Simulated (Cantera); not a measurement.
# Hydrocarbon pyrolysis for carbon deposition

An isothermal, constant-pressure homogeneous reactor starts with 4.76 % C2H4, 95.2 % H2, at 1373 K and 20.0 Torr.

Cantera simulation using GRI-Mech 3.0 (53 species, 325 reactions); the numbers are that mechanism's predictions, not measurements. GRI-Mech 3.0 was tuned for natural gas; its chemistry of ethylene as a main component is partial and can be far from experiment. GRI-Mech 3.0 stops at C3 and has no aromatics, soot or wall deposition, so with more carbon than oxygen in the feed, carbon stays in small species such as C2H2 where larger ones or solid carbon would form. Radical loss at walls, strong at low pressure, is not modelled.

```json
[
 {"t (s)": "1.00e-5", "x C2H4": "0.0476", "x H2": "0.952", "x CH2": "<1e-12", "x CH4": "<1e-12", "x C2H6": "<1e-12", "x H": "4.51e-11", "x CH3": "<1e-12"},
 {"t (s)": "5.62e-5", "x C2H4": "0.0476", "x H2": "0.952", "x CH2": "<1e-12", "x CH4": "<1e-12", "x C2H6": "8.74e-12", "x H": "3.17e-10", "x CH3": "<1e-12"},
 {"t (s)": "0.000316", "x C2H4": "0.0476", "x H2": "0.952", "x CH2": "<1e-12", "x CH4": "<1e-12", "x C2H6": "9.43e-11", "x H": "1.99e-9", "x CH3": "<1e-12"},
 {"t (s)": "0.00178", "x C2H4": "0.0476", "x H2": "0.952", "x CH2": "<1e-12", "x CH4": "1.72e-11", "x C2H6": "8.84e-10", "x H": "1.15e-8", "x CH3": "1.38e-12"},
 {"t (s)": "0.0100", "x C2H4": "0.0475", "x H2": "0.952", "x CH2": "<1e-12", "x CH4": "1.44e-9", "x C2H6": "1.45e-8", "x H": "6.60e-8", "x CH3": "2.31e-11"},
 {"t (s)": "0.0562", "x C2H4": "0.0470", "x H2": "0.952", "x CH2": "<1e-12", "x CH4": "1.98e-7", "x C2H6": "3.87e-7", "x H": "5.33e-7", "x CH3": "6.28e-10"},
 {"t (s)": "0.316", "x C2H4": "0.0383", "x H2": "0.953", "x CH2": "1.99e-11", "x CH4": "6.38e-5", "x C2H6": "1.34e-5", "x H": "1.47e-5", "x CH3": "4.87e-8"},
 {"t (s)": "1.78", "x C2H4": "0.00537", "x H2": "0.954", "x CH2": "5.47e-12", "x CH4": "0.000407", "x C2H6": "2.12e-6", "x H": "1.82e-5", "x CH3": "1.60e-7"},
 {"t (s)": "10.0", "x C2H4": "0.00125", "x H2": "0.954", "x CH2": "6.96e-12", "x CH4": "0.000655", "x C2H6": "5.23e-7", "x H": "2.44e-5", "x CH3": "3.35e-7"}
]
```
x: mole fraction; the columns are a selection and need not sum to one.

Equilibrium at this temperature and pressure: C2H4 0.00104, H2 0.945, CH2 1.09e-10, CH4 0.0177, C2H6 6.50e-7, H 2.00e-5, CH3 7.44e-6 (gas phase only).
